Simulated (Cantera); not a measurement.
Charge: 1 mol HMDSO, 0.057 mol O3, 1.2 mol H2, at 727 °C and 173 Torr.

Cantera equilibrium calculation (NASA polynomials, part measured and part estimated; ideal gas, pure solids and liquids). Candidate condensed phases: C, C6H6, C7H8, C8H18, H2O, Si, SiC, SiO2; 123 gas species. The feed counts by its element totals alone. Equilibrium is a limit: real reactors are often held back by kinetics, nucleation or transport.

### Question
What is the equilibrium state?

### Answer
* **x(H2)**: 0.979
* **x(CH4)**: 0.0210
* **n(C(graphite))**: 4.38 mol
* **n(SiC(s))**: 1.41 mol
* **n(SiO2(β-quartz))**: 0.585 mol
* **gas amount**: 9.990 mol
* **log10 activity of Si(s) (absent)**: -3.41
